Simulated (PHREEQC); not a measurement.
## Nickel, zinc or cadmium bath: speciation

Make-up at 80 °C: 0.071 mol/kgw CdSO4, 0.14 mol/kgw NaOH and 0.22 mol/kgw H2SO4. Closed to the air; pH follows from the charge balance.

Equilibrium calculation in PHREEQC: ion-association model, phreeqc.dat.

Each row changes one thing in this solution. Precipitation was switched off in this run.

```
case                                  pH  ionic strength (mol/kgw)  HSO4- (mol/kgw)  Na+ (mol/kgw)  SO4-2 (mol/kgw)  NaSO4- (mol/kgw)
----------------------------------  ----  ------------------------  ---------------  -------------  ---------------  ----------------
as made                             1.22                     0.380            0.219          0.134           0.0321           0.00581
CdSO4 left out                      1.10                         …            0.197          0.136           0.0191           0.00406
diluted 100-fold with water         2.73                   0.00679         0.000975        0.00139          0.00175                 …
CdSO4 from 0.071 to 0.0071 mol/kgw  1.11                         …            0.200          0.136                …           0.00424
temperature from 80 to 50 °C        1.08                     0.399            0.192          0.133           0.0450           0.00747
CdSO4 from 0.071 to 0.0355 mol/kgw  1.16                     0.321            0.210          0.135           0.0256           0.00497
```

### Question
Some entries are withheld; supply them.

### Answer

- CdSO4 left out, ionic strength (mol/kgw): 0.258
- diluted 100-fold with water, NaSO4- (mol/kgw): 1.12e-5
- CdSO4 from 0.071 to 0.0071 mol/kgw, ionic strength (mol/kgw): 0.271
- CdSO4 from 0.071 to 0.0071 mol/kgw, SO4-2 (mol/kgw): 0.0204

At this temperature some constants are extrapolated from 25 °C, and those without enthalpy data are left unchanged.
